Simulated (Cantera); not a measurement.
A Cantera script and what it prints.

```python
import numpy as np
import cantera as ct

gas_names = """
    H HO2 H2 H2O H2O2 O OH O2 O3 Pb PbO Pb2
""".split()
cond_names = """
    H2O(s) H2O(L) Pb(cr) Pb(L) PbO(rd) PbO(yw) PbO(L) PbO2(s) Pb3O4(s)
""".split()


def load(file, names, dense=False):
    # The tables refer to 1 bar. Condensed volumes are neglected.
    table = {s.name: s for s in ct.Species.list_from_file(file)}
    out = []
    for n in names:
        d = dict(table[n].input_data)
        d["thermo"] = dict(d["thermo"], **{"reference-pressure": 1e5})
        if dense:
            d["equation-of-state"] = {"model": "constant-volume", "density": "1e6 g/cm^3"}
        out.append(ct.Species.from_dict(d))
    return out


gas = ct.Solution(thermo="ideal-gas", species=load("nasa_gas.yaml", gas_names))
cond = {s.name: ct.Solution(thermo="fixed-stoichiometry", species=[s], name=s.name)
        for s in load("nasa_condensed.yaml", cond_names, dense=True)}
atoms = {
    'PbO': {'Pb': 1, 'O': 1},
    'O2': {'O': 2},
    'H2': {'H': 2},
}
top_T = {'Pb3O4(s)': 820}  # K; cautious upper limits of use, not melting points


def equilibrate(T, P, feed):
    n = {}
    for name, mol in feed.items():
        for a, k in atoms[name].items():
            n[a] = n.get(a, 0.0) + k * mol
    gas.TPX = T, P, n
    mass = sum(n.values()) * gas.mean_molecular_weight
    gas.equilibrate("TP")
    valid = [c for c in cond.values() if c.min_temp <= T <= top_T.get(c.name, c.max_temp)]
    mix = ct.Mixture([(gas, mass / gas.mean_molecular_weight)] + [(c, 0.0) for c in valid])
    mix.T, mix.P = T, P
    mix.equilibrate("TP", solver="vcs", rtol=1e-11, max_steps=5000)
    return mix


results = []
feed = {'PbO': 1, 'O2': 0.055, 'H2': 95}  # mol
P = 1000  # Pa
for T in [500, 600, 700, 800, 900, 1000, 1100, 1200, 1300]:
    mix = equilibrate(T, P, feed)
    results.append((T, P, feed, dict(zip(mix.species_names, mix.species_moles))))

top = {s: max(r[3][s] / sum(r[3][g] for g in gas_names) for r in results) for s in gas_names}
cols = sorted((s for s in top if top[s] > 1e-05), key=lambda s: -top[s])[:6]
seen = [c for c in cond_names if any(r[3].get(c, 0) > 1e-12 for r in results)]
print("log10 of partial pressures in bar; condensed amounts in mol")
print(f"{'T/K':>10s}" + "".join(f"{s[:9]:>10s}" for s in cols + seen))
for T, P, feed, n in results:
    ng = sum(n[g] for g in gas_names)
    print(f"{T:10.4g}" + "".join(f"{np.log10(max(n[s] / ng * P / 1e5, 1e-99)):10.3f}" for s in cols)
          + "".join(f"{n.get(c, 0):10.4g}" for c in seen))
```

Output:

```
log10 of partial pressures in bar; condensed amounts in mol
       T/K        H2       H2O        Pb         H    Pb(cr)     Pb(L)
       500    -2.005    -3.932   -14.655   -21.160         1         0
       600    -2.005    -3.932   -11.287   -17.338         1         0
       700    -2.005    -3.932    -8.953   -14.600         0         1
       800    -2.005    -3.932    -7.212   -12.541         0    0.9994
       900    -2.005    -3.932    -5.864   -10.935         0     0.987
      1000    -2.006    -3.933    -4.791    -9.647         0    0.8459
      1100    -2.010    -3.937    -3.982    -8.592         0         0
      1200    -2.010    -3.937    -3.982    -7.710         0         0
      1300    -2.010    -3.937    -3.982    -6.961         0         0
```

Method: chemical equilibrium by Gibbs-energy minimisation in Cantera with the NASA 1993 tables (ideal gas, pure condensed phases).
